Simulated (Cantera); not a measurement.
A closed system holds: 1 mol PbCl2, 0.019 mol HCl, 13 mol N2, equilibrated at 925 °C and 1.33 mbar.

Method: chemical equilibrium by Gibbs-energy minimisation in Cantera with the NASA 1993 tables (ideal gas, pure condensed phases). Candidate condensed phases: NH4Cl, Pb, PbCl2; 17 gas species. The tables' values for PbCl4 are old estimates; treat these amounts as uncertain. The numbers say what is thermodynamically allowed, not how fast it happens.

Base state: N2 0.927, PbCl2 0.0544, PbCl 0.0110, PbCl4 0.00574, HCl 0.00136, Pb 0.000288, Cl 5.61e-5 (mole fractions); condensed: gas only.

Q: What changes in the equilibrium state with this change: PbCl2 replaced by KCl?

A: 
```tsv
species	before	after
N2	0.927	0.928
KCl	0	0.0703
HCl	0.00136	0.00135
PbCl2	0.0544	0
PbCl	0.0110	0
PbCl4	0.00574	0
K2Cl2	0	0.000541
```
Further candidate phases: K, KCl.
